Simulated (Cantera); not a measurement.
A diamond (100) surface in a fixed gas of H2 with x(CH4) = 0.018, x(CH3) = 2.3e-05, at 1223 K, 6700 Pa; coverages are run to steady state.

Model: the Harris–Goodwin 1993 mechanism for the reconstructed diamond (100) surface, integrated in Cantera.

One state of this run: growth (µm/h) = 0.495; θ c6HH = 0.429; θ c6H* = 0.0407; θ c6*H = 0.498; θ c6** = 0.0318; θ c6HM = 0.000278. θ: site fractions in the mechanism's names (c6HH fully hydrogenated, c6H* and c6*H radical sites, c6** diradical, c6HM methylated).

Problem. Which value of x(H) does it belong to?
(A) 0.00045
(B) 0.0044
(C) 0.00021
(D) 0.0094

Solution. B, 0.0044
